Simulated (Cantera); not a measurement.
## BN + F2 (nitride etching)

Input: 1 mol BN, 2.6 mol F2, at 10000 Pa.

Method: chemical equilibrium by Gibbs-energy minimisation in Cantera with the NASA 1993 tables (ideal gas, pure condensed phases). Candidate condensed phases: B, BN; 13 gas species. Equilibrium is a limit: real reactors are often held back by kinetics, nucleation or transport.

| T (K) | log p F | log p BF3 | log p F2 | log p N2 | log p NF3 | log p NF2 | log p NF | log p BF2 |
|---|---|---|---|---|---|---|---|---|
| 773 | -3.08 | -1.35 | -1.63 | -1.86 | -1.77 | -7.48 | <-13 | <-13 |
| 873 | -2.36 | -1.41 | -1.45 | -1.75 | -2.46 | -6.98 | <-13 | <-13 |
| 973 | -1.87 | -1.44 | -1.49 | -1.75 | -3.31 | -6.81 | <-13 | <-13 |
| 1073 | -1.54 | -1.48 | -1.66 | -1.78 | -4.23 | -6.82 | -12.22 | <-13 |
| 1173 | -1.35 | -1.52 | -1.97 | -1.82 | -5.24 | -7.00 | -11.42 | <-13 |
| 1273 | -1.27 | -1.55 | -2.38 | -1.85 | -6.32 | -7.30 | -10.82 | <-13 |
| 1373 | -1.24 | -1.56 | -2.82 | -1.86 | -7.36 | -7.64 | -10.35 | <-13 |
| 1473 | -1.23 | -1.57 | -3.23 | -1.87 | -8.30 | -7.96 | -9.95 | <-13 |
| 1573 | -1.23 | -1.57 | -3.60 | -1.87 | -9.14 | -8.25 | -9.61 | -12.92 |
| 1673 | -1.23 | -1.57 | -3.93 | -1.87 | -9.88 | -8.51 | -9.31 | -11.67 |
| 1773 | -1.23 | -1.57 | -4.22 | -1.87 | -10.53 | -8.75 | -9.04 | -10.57 |
| 1873 | -1.23 | -1.57 | -4.49 | -1.87 | -11.12 | -8.95 | -8.81 | -9.58 |
| 1973 | -1.23 | -1.57 | -4.72 | -1.87 | -11.65 | -9.14 | -8.60 | -8.70 |
log p: log10 of the partial pressure in bar; nothing condenses.

From 773 K to 1973 K nothing is condensed. The main B-bearing gas is BF3 throughout.
